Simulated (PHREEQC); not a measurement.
Model water analysis in mg/kgw, 25 °C, pH 6.87, pe 8.5:

| constituent | mg/kgw |
|---|---|
| Na | 2.12 |
| K | 5.17 |
| Ca | 29.9 |
| Mg | 5.74 |
| Cl | 53.3 |
| S(6) as SO4 | 14.6 |
| Alkalinity as HCO3 | 19.9 |
| Br | 3.43 |
| Si as SiO2 | 0.0438 |
| Pb | 12.4 |
| B | 0.217 |

Valence states are taken as typed.

All values are PHREEQC results (ion-association model, phreeqc.dat), not measurements.

Precipitation was switched off in this run.

Task: Order these Pb species by the share of Pb that they hold, largest first: PbCO3, PbCl+, PbOH+, PbHCO3+, Pb+2.

Result: PbCO3 (46 %), Pb+2 (39 %), PbHCO3+ (6.4 %), PbOH+ (4.7 %), PbCl+ (1.8 %)

Task: Order these C species by the share of C that they hold, largest first: HCO3-, PbCO3, PbHCO3+, CO2, CaHCO3+.

Result: HCO3- (71 %), CO2 (20 %), PbCO3 (7.4 %), PbHCO3+ (1.0 %), CaHCO3+ (0.52 %)

The pH is 6.87 and the ionic strength 0.00327 mol/kgw. Examples of supersaturated solids here: Cerussite, Pb(OH)2. Others may be too.
